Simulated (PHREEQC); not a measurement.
Make-up at 25 °C and 300 atm: 18 mmol/kgw H2SO4. Closed to the air; pH follows from the charge balance.

Equilibrium calculation in PHREEQC: ion-association model, phreeqc.dat.

Each row changes one thing in this solution. This is a speciation only: nothing precipitates in the calculation.

| case | pH | ionic strength (mol/kgw) | HSO4- (mol/kgw) | SO4-2 (mol/kgw) |
|---|---|---|---|---|
| as made | 1.63 | 0.0360 | 0.00902 | 0.00898 |
| temperature from 25 to 40 °C | 1.65 | 0.0331 | 0.0105 | 0.00754 |
| 0.0026 mol/kgw CO2 added | 1.63 | 0.0360 | 0.00902 | 0.00898 |
| 0.00096 mol/kgw NaHCO3 added | 1.64 | ___ | 0.00887 | 0.00911 |
| H2SO4 from 0.018 to 0.0198 mol/kgw | 1.59 | ___ | 0.0103 | 0.00955 |
| H2SO4 from 0.018 to 0.0162 mol/kgw | 1.67 | 0.0330 | 0.00783 | ___ |
| H2SO4 from 0.018 to 0.0036 mol/kgw | 2.23 | ___ | 0.000850 | ___ |

**Question.** Fill in the missing entries.

**Answer.** 
- 0.00096 mol/kgw NaHCO3 added, ionic strength (mol/kgw): 0.0362
- H2SO4 from 0.018 to 0.0198 mol/kgw, ionic strength (mol/kgw): 0.0389
- H2SO4 from 0.018 to 0.0162 mol/kgw, SO4-2 (mol/kgw): 0.00837
- H2SO4 from 0.018 to 0.0036 mol/kgw, ionic strength (mol/kgw): 0.00910
- H2SO4 from 0.018 to 0.0036 mol/kgw, SO4-2 (mol/kgw): 0.00275

Species that the database lacks are ignored. Under pressure, the constants of complexes without a molar volume in the database are unreliable. At this temperature some constants are extrapolated from 25 °C, and those without enthalpy data are left unchanged.
